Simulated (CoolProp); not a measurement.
Properties of c-C4F8 (RC318) along the isobar 0.101 MPa (Tc = 388.4 K, pc = 2.778 MPa, ω = 0.355).

Model: reference Helmholtz-energy equation of state, Platzer 1990, in CoolProp. This equation is an older, rougher fit.

```
T (K)  phase  speed of sound (m/s)  Joule-Thomson coefficient (K/MPa)  viscosity (µPa s)  conductivity (mW/(m K))
-----  -----  --------------------  ---------------------------------  -----------------  -----------------------
301.4    gas                 112.0                              15.32               11.4                     12.3
317.9    gas                 115.5                              13.04               12.2                     13.4
334.5    gas                 118.8                              11.23               12.9                     14.6
351      gas                 121.9                              9.777               13.6                     15.7
367.6    gas                 125.0                              8.584               14.2                     16.8
384.1    gas                 127.9                              7.604               14.9                     18.0
400.7    gas                 130.8                              6.779               15.5                     19.2
417.2    gas                 133.5                              6.087               16.1                     20.3
433.8    gas                 136.3                              5.494               16.7                     21.5
450.3    gas                 138.9                              4.987               17.3                     22.6
466.9    gas                 141.5                              4.547               17.9                     23.8
483.4    gas                 144.0                              4.165               18.4                     24.9
500      gas                 146.5                              3.828               19.0                     26.1
```

Viscosity comes from a separate model (Huber 2003), an estimate that may be off by 10 % or more. Thermal conductivity comes from a separate model (Huber 2003), an estimate that may be off by 10 % or more.
